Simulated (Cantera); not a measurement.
Input: 1 mol Al2O3, 0.014 mol Cl2, 0.02 mol O2, held at 875 K and 27000 Pa.

Cantera equilibrium calculation (NASA polynomials, part measured and part estimated; ideal gas, pure solids and liquids). Candidate condensed phases: Al, AlCl3, Al2O3; 17 gas species. Condensed phases not in the tables: AlOCl. Equilibrium is a limit: real reactors are often held back by kinetics, nucleation or transport.

Base state: O2 0.588, Cl2 0.412, Cl 5.69e-5 (mole fractions); condensed: Al2O3(s).

### Question
What changes in the equilibrium state with this change: temperature from 875 K to 1200 K?

### Answer
| species | before | after |
|---|---|---|
| O2 | 0.588 | 0.586 |
| Cl2 | 0.412 | 0.408 |
| Cl | 5.69e-5 | 0.00581 |
| ClO | 2.07e-6 | 9.09e-5 |
| Al2O3(s), mol | 1.00 | 1.00 |

### Question
What changes in the equilibrium state with this change: temperature from 875 K to 1425 K?

### Answer
| species | before | after |
|---|---|---|
| O2 | 0.588 | 0.576 |
| Cl2 | 0.412 | 0.383 |
| Cl | 5.69e-5 | 0.0409 |
| AlCl3 | <1e-9 | 7.28e-5 |
| ClO | 2.07e-6 | 0.000438 |
| Al2O3(s), mol | 1.00 | 1.000 |
